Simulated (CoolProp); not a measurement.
Vapour-liquid equilibrium of propane (1) + n-pentane (2) at 5.19 kPa; x and y are mole fractions of (1).

The numbers come from the multi-fluid Helmholtz-energy mixture model, Lemmon 2009 and Thol 2019; pair parameters Kunz 2012 in CoolProp.

| x | bubble temperature (°C) | y at the bubble point | dew temperature at overall composition x (°C) | liquid density (mol/L) |
|---|---|---|---|---|
| 0.05 | -54.3 | 0.819 | -30.6 | 9.740 |
| 0.2 | … | 0.973 | -33.3 | 10.40 |
| 0.35 | -81.4 | 0.988 | -36.6 | 11.01 |
| 0.5 | … | 0.993 | -40.5 | … |
| 0.65 | … | 0.996 | -45.6 | 12.48 |
| 0.8 | -90.2 | 0.998 | -53.0 | 13.32 |
| 0.95 | -92.2 | 1.000 | -68.9 | 14.16 |

Problem. What belongs in the gaps?

Solution. 
- 0.2, bubble temperature (°C): -74.7
- 0.5, bubble temperature (°C): -85.2
- 0.5, liquid density (mol/L): 11.70
- 0.65, bubble temperature (°C): -88.0

No azeotrope shows between x = 0.05 and 0.95.

Pair parameters are fitted to limited data, so mixtures are less certain than the pure fluids.
